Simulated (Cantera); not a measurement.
An isothermal, constant-pressure homogeneous reactor starts with H2 : O2 = 0.0083 : 1 (molar parts), at 1375 K and 0.0267 bar.

Detailed kinetics in Cantera: the H2/O2 subset of GRI-Mech 3.0, which has no nitrogen chemistry. Radical loss at walls, strong at low pressure, is not modelled.

x: mole fraction; the columns are a selection and need not sum to one.

```json
[
 {"t (s)": "2.00e-5", "x H2": "0.00823", "x O2": "0.992", "x O": "2.97e-9", "x H": "[?]", "x H2O": "1.43e-10", "x H2O2": "<1e-12", "x OH": "2.92e-9"},
 {"t (s)": "5.49e-5", "x H2": "0.00823", "x O2": "0.992", "x O": "1.28e-8", "x H": "[?]", "x H2O": "1.82e-9", "x H2O2": "2.03e-12", "x OH": "1.23e-8"},
 {"t (s)": "0.000151", "x H2": "0.00823", "x O2": "0.992", "x O": "5.32e-8", "x H": "[?]", "x H2O": "1.98e-8", "x H2O2": "1.47e-11", "x OH": "4.81e-8"},
 {"t (s)": "0.000413", "x H2": "0.00823", "x O2": "0.992", "x O": "3.48e-7", "x H": "[?]", "x H2O": "2.67e-7", "x H2O2": "9.96e-11", "x OH": "2.94e-7"},
 {"t (s)": "0.00113", "x H2": "0.00821", "x O2": "0.992", "x O": "1.44e-5", "x H": "[?]", "x H2O": "1.52e-5", "x H2O2": "5.95e-10", "x OH": "1.18e-5"},
 {"t (s)": "0.00311", "x H2": "0.000551", "x O2": "0.984", "x O": "0.00626", "x H": "[?]", "x H2O": "0.00667", "x H2O2": "3.89e-8", "x OH": "0.00172"},
 {"t (s)": "0.00854", "x H2": "2.61e-5", "x O2": "0.984", "x O": "0.00694", "x H": "[?]", "x H2O": "0.00760", "x H2O2": "1.74e-8", "x OH": "0.00101"},
 {"t (s)": "0.0234", "x H2": "2.33e-5", "x O2": "0.985", "x O": "0.00616", "x H": "[?]", "x H2O": "0.00765", "x H2O2": "1.68e-8", "x OH": "0.000958"},
 {"t (s)": "0.0643", "x H2": "1.75e-5", "x O2": "0.987", "x O": "0.00458", "x H": "[?]", "x H2O": "0.00776", "x H2O2": "1.53e-8", "x OH": "0.000832"},
 {"t (s)": "0.176", "x H2": "9.35e-6", "x O2": "0.989", "x O": "0.00240", "x H": "[?]", "x H2O": "0.00792", "x H2O2": "1.19e-8", "x OH": "0.000608"},
 {"t (s)": "0.484", "x H2": "3.08e-6", "x O2": "0.991", "x O": "0.000779", "x H": "[?]", "x H2O": "0.00808", "x H2O2": "6.86e-9", "x OH": "0.000350"},
 {"t (s)": "1.33", "x H2": "6.93e-7", "x O2": "0.991", "x O": "0.000173", "x H": "[?]", "x H2O": "0.00818", "x H2O2": "2.66e-9", "x OH": "0.000166"},
 {"t (s)": "3.64", "x H2": "1.39e-7", "x O2": "0.992", "x O": "3.46e-5", "x H": "[?]", "x H2O": "0.00823", "x H2O2": "7.74e-10", "x OH": "7.46e-5"},
 {"t (s)": "10.0", "x H2": "3.33e-8", "x O2": "0.992", "x O": "8.31e-6", "x H": "[?]", "x H2O": "0.00825", "x H2O2": "2.33e-10", "x OH": "3.66e-5"}
]
```

### Question
What belongs in the gaps?

### Answer

- 2.00e-5, x H: 2.54e-9
- 5.49e-5, x H: 3.70e-9
- 0.000151, x H: 6.97e-9
- 0.000413, x H: 2.97e-8
- 0.00113, x H: 1.10e-6
- 0.00311, x H: 0.000309
- 0.00854, x H: 0.000191
- 0.0234, x H: 0.000160
- 0.0643, x H: 0.000103
- 0.176, x H: 3.94e-5
- 0.484, x H: 7.35e-6
- 1.33, x H: 7.75e-7
- 3.64, x H: 6.95e-8
- 10.0, x H: 8.18e-9
